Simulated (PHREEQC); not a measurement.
Na2CO3 is added in steps, without added water, to 1 kg of water holding 13 mmol/kgw NaHCO3 and 0.082 mmol/kgw NaF, at 20 °C. O2 is buffered at 0.21 atm. CO2 from the air is kept out. Only these solids could form: Nahcolite, Natron.

Base run: PHREEQC, ion-association model, wateq4f.dat. Each further column changes one thing. The table gives CO3-2 (mol/kgw).

```
Na2CO3 added (mol)      base  NaF from 8.2e-05 to 9.02e-05 mol/kgw  NaHCO3 left out  NaHCO3 replaced by CO2 at the same molality  no solid may form
------------------  --------  ------------------------------------  ---------------  -------------------------------------------  -----------------
0                   0.000134                              0.000133                0                                     4.90e-11           0.000134
0.0026               0.00225                               0.00225                …                                      3.05e-7            0.00225
0.0039               0.00333                               0.00332          0.00304                                      8.04e-7            0.00333
0.0065               0.00541                               0.00541          0.00513                                      3.24e-6            0.00541
0.0078               0.00643                               0.00643          0.00615                                      5.91e-6            0.00643
0.0104               0.00841                               0.00841          0.00815                                      2.13e-5            0.00841
0.0117               0.00937                               0.00937          0.00912                                      5.21e-5            0.00937
0.0143                0.0113                                0.0113                …                                            …             0.0113
0.0156                0.0122                                0.0122           0.0120                                      0.00214             0.0122
0.0182                0.0140                                0.0140           0.0138                                      0.00415             0.0140
0.0195                0.0149                                0.0149           0.0147                                            …             0.0149
0.0221                0.0166                                0.0166           0.0164                                      0.00706             0.0166
0.0234                0.0175                                0.0175           0.0173                                      0.00801             0.0175
0.026                 0.0192                                0.0192           0.0190                                            …             0.0192
```

### Question
Some entries are withheld; supply them.

### Answer

- 0.0026, NaHCO3 left out: 0.00198
- 0.0143, NaHCO3 left out: 0.0110
- 0.0143, NaHCO3 replaced by CO2 at the same molality: 0.00113
- 0.0195, NaHCO3 replaced by CO2 at the same molality: 0.00514
- 0.026, NaHCO3 replaced by CO2 at the same molality: 0.00986
